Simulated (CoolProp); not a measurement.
Vapour-liquid equilibrium of o-xylene (1) + n-nonane (2) at 0.818 MPa; x and y are mole fractions of (1).

Model: multi-fluid Helmholtz-energy mixture model, Zhou 2012 and Lemmon 2006; pair parameters Bell 2016, in CoolProp.

| x | bubble temperature, mixture model (°C) | bubble temperature, Raoult's law (°C) | y, mixture model | y, Raoult's law |
|---|---|---|---|---|
| 0.05 | 251.1 | 251.4 | 0.057 | 0.055 |
| 0.15 | 249.8 | 250.8 | 0.168 | 0.164 |
| 0.25 | 248.6 | 250.1 | 0.275 | 0.270 |
| 0.35 | 247.6 | 249.5 | 0.377 | 0.374 |
| 0.45 | 246.8 | 248.8 | 0.474 | 0.476 |
| 0.55 | 246.1 | 248.2 | 0.569 | 0.576 |
| 0.65 | 245.5 | 247.5 | 0.663 | 0.674 |
| 0.75 | 245.2 | 246.9 | 0.756 | 0.769 |
| 0.85 | 245.1 | 246.3 | 0.850 | 0.863 |
| 0.95 | 245.2 | 245.6 | 0.949 | 0.955 |

The largest gap from Raoult's law is -2.1 K in bubble temperature, at x = 0.55. y crosses x between x = 0.85 and 0.95: the model has an azeotrope there.

The pair parameters rest on a limited set of measurements; away from them the model extrapolates.
